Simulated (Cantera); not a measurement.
Feed: 1 mol PbO, a varied amount of H₂, at 0.100 bar.

These are equilibrium values from Cantera (NASA tables, ideal gas, pure condensed phases), not measurements of a reactor. Candidate condensed phases: H₂O, Pb, PbO, PbO₂, Pb₃O₄; 12 gas species. Each liquid is taken as pure. Mutual solubility and eutectic melting of coexisting phases are not modelled. Equilibrium is a limit: real reactors are often held back by kinetics, nucleation or transport.

Stable condensed phases, one row left out:

```
T in K \ n(H₂) in mol
          0.7 0.85    1  1.3  1.5  1.9  2.3  2.8  3.4  4.1    5
   1525     A    B    B    B    B    B    C    C    C    C    C
   1450     A    A    B    B    B    B    B    B    B    B    B
   1375     A    A    B    B    B    B    B    B    B    B    B
   1300     A    A    B    B    B    B    B    B    B    B    B
   1225     A    A    B    B    B    B    B    B    B    B    B
   1150     A    A    B    B    B    B    B    B    B    B    B
   1000     A    A    A    B    B    B    B    B    B    B    B
    925     A    A    A    B    B    B    B    B    B    B    B
```

A: Pb + PbO; B: Pb; C: gas only.

Task: Give the row for 1075 K.

Result: 0.7: Pb + PbO; 0.85: Pb + PbO; 1: Pb + PbO; 1.3: Pb; 1.5: Pb; 1.9: Pb; 2.3: Pb; 2.8: Pb; 3.4: Pb; 4.1: Pb; 5: Pb.
